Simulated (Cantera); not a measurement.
Cantera run, input and output.

```python
import numpy as np
import cantera as ct

gas = ct.Solution("gri30.yaml")
gas.TPX = 1600, 55000, {'CH4': 1, 'O2': 5.13, 'N2': 19.3, 'CO2': 1.7}
reactor = ct.IdealGasConstPressureReactor(gas, energy="on", clone=False)
net = ct.ReactorNet([reactor])
net.rtol, net.atol = 1e-08, 1e-16
show = ['CH4', 'O2', 'CO2', 'CH3', 'N2O', 'OH', 'C2H4']
times = np.geomspace(1e-06, 0.5, 15)

steps = ct.SolutionArray(gas, extra=["t"])
rows = []
print(f"{'t/s':>10s}{'T/K':>9s}{'P/Pa':>11s}" + "".join(f"{s:>11s}" for s in show))
for t in times:
    while net.time < t:
        t_next = net.step()
        steps.append(gas.state, t=t_next)
    rows.append([np.interp(t, steps.t, y) for y in (steps.T, steps.P, *steps(*show).X.T)])
    print(f"{t:10.3e}{rows[-1][0]:9.1f}{rows[-1][1]:11.4g}" + "".join(f"{x:11.3e}" for x in rows[-1][2:]))
rate = np.gradient(steps.T, steps.t)
print("integrator steps:", len(steps.t))
if steps.T.max() > steps.T[0] + 200:
    print(f"time of steepest temperature rise: {steps.t[rate.argmax()]:.4e} s")
gas.TPX = 1600, 55000, {'CH4': 1, 'O2': 5.13, 'N2': 19.3, 'CO2': 1.7}
gas.equilibrate("HP")
print(f"equilibrium (HP): T = {gas.T:.1f} K  " + "  ".join(f"{s} {gas[s].X[0]:.3e}" for s in show))
```

Result:

```
       t/s      T/K       P/Pa        CH4         O2        CO2        CH3        N2O         OH       C2H4
 1.000e-06   1600.0    5.5e+04  3.686e-02  1.891e-01  6.266e-02  1.009e-07  1.362e-13  9.507e-09  1.120e-15
 2.553e-06   1600.0    5.5e+04  3.686e-02  1.891e-01  6.266e-02  3.040e-07  4.078e-13  3.351e-08  4.672e-14
 6.518e-06   1600.0    5.5e+04  3.686e-02  1.891e-01  6.266e-02  9.594e-07  1.410e-12  6.427e-08  2.022e-12
 1.664e-05   1600.0    5.5e+04  3.686e-02  1.891e-01  6.266e-02  2.850e-06  5.805e-12  8.853e-08  6.679e-11
 4.249e-05   1600.0    5.5e+04  3.685e-02  1.891e-01  6.266e-02  8.425e-06  2.836e-11  1.520e-07  1.711e-09
 1.085e-04   1599.9    5.5e+04  3.682e-02  1.891e-01  6.266e-02  2.846e-05  1.517e-10  3.867e-07  4.778e-08
 2.770e-04   1600.2    5.5e+04  3.661e-02  1.890e-01  6.266e-02  1.407e-04  8.112e-10  1.912e-06  2.406e-06
 7.071e-04   1900.3    5.5e+04  4.680e-03  1.444e-01  6.315e-02  1.271e-03  5.158e-08  2.832e-03  2.925e-04
 1.805e-03   2211.2    5.5e+04  4.033e-20  1.149e-01  8.995e-02  6.137e-19  3.372e-07  8.023e-03  6.388e-30
 4.609e-03   2276.1    5.5e+04 -7.777e-20  1.145e-01  9.479e-02  2.482e-19  3.640e-07  5.880e-03  1.296e-29
 1.177e-02   2279.7    5.5e+04  1.479e-20  1.143e-01  9.513e-02  1.441e-19  3.611e-07  5.683e-03  6.627e-31
 3.004e-02   2278.1    5.5e+04  1.448e-20  1.138e-01  9.517e-02  1.405e-19  3.611e-07  5.643e-03  3.616e-31
 7.671e-02   2274.5    5.5e+04  1.382e-20  1.128e-01  9.525e-02  1.326e-19  3.636e-07  5.556e-03  3.323e-31
 1.958e-01   2268.7    5.5e+04  1.280e-20  1.111e-01  9.537e-02  1.208e-19  3.742e-07  5.418e-03  2.891e-31
 5.000e-01   2264.6    5.5e+04  1.211e-20  1.099e-01  9.546e-02  1.129e-19  3.861e-07  5.321e-03  2.614e-31
integrator steps: 1691
time of steepest temperature rise: 7.0842e-04 s
equilibrium (HP): T = 2264.0 K  CH4 1.859e-20  O2 1.097e-01  CO2 9.547e-02  CH3 1.730e-19  N2O 3.879e-07  OH 5.309e-03  C2H4 3.364e-31
```

Detailed kinetics in Cantera: GRI-Mech 3.0 (53 species, 325 reactions).
